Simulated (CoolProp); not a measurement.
Model: reference Helmholtz-energy equation of state, Gao 2020, in CoolProp.

Problem. Give the vapour pressure (MPa), liquid density (kg/m³), liquid cp (kJ/(kg K)), vapour Z of saturated ammonia at 302.6, 339.5, 358 K.

Solution. 
| T (K) | p (MPa) | liquid density (kg/m³) | liquid cp (kJ/(kg K)) | vapour Z |
|---|---|---|---|---|
| 302.6 | 1.15 | 596 | 4.82 | 0.873 |
| 339.5 | 3.04 | 533 | 5.38 | 0.762 |
| 358 | 4.59 | 495 | 5.99 | 0.687 |
